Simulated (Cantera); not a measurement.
Feed: 1 mol SO2, 0.05 mol O2, equilibrated at 13.0 bar.

Equilibrium computed with Cantera from the NASA thermochemical tables; the gas is ideal and each condensed phase is pure. Candidate condensed phases: S; 10 gas species. Equilibrium is a limit: real reactors are often held back by kinetics, nucleation or transport.

x: gas mole fraction; nothing condenses.

| T (K) | x SO2 | x SO3 | x O2 | x SO | x O | x S |
|---|---|---|---|---|---|---|
| 500 | 0.900 | 0.100 | <1e-12 | <1e-12 | <1e-12 | <1e-12 |
| 700 | 0.900 | 0.100 | ___ | <1e-12 | <1e-12 | <1e-12 |
| 900 | 0.900 | 0.1000 | 2.13e-5 | 1.82e-12 | <1e-12 | <1e-12 |
| 1100 | 0.902 | 0.0953 | 0.00222 | 2.78e-10 | 3.26e-11 | <1e-12 |
| 1300 | 0.922 | 0.0576 | 0.0202 | 1.52e-8 | 6.97e-9 | <1e-12 |
| 1500 | 0.940 | 0.0241 | 0.0362 | 4.81e-7 | 2.14e-7 | <1e-12 |
| 1700 | 0.947 | ___ | 0.0425 | ___ | ___ | ___ |
| 1900 | 0.949 | 0.00549 | 0.0450 | 7.10e-5 | 1.76e-5 | 1.92e-9 |
| 2100 | 0.950 | 0.00317 | 0.0463 | 0.000431 | 8.29e-5 | 6.12e-8 |
| 2300 | 0.948 | 0.00202 | 0.0474 | 0.00191 | 0.000300 | 1.07e-6 |
| 2500 | 0.942 | 0.00140 | 0.0496 | 0.00653 | 0.000895 | 1.14e-5 |

Task: Complete the blanks.

Result: 
- 1700, x SO3: 0.0107
- 1700, x SO: 7.71e-6
- 1700, x O: 2.56e-6
- 1700, x S: 2.73e-11
- 700, x O2: 1.16e-8
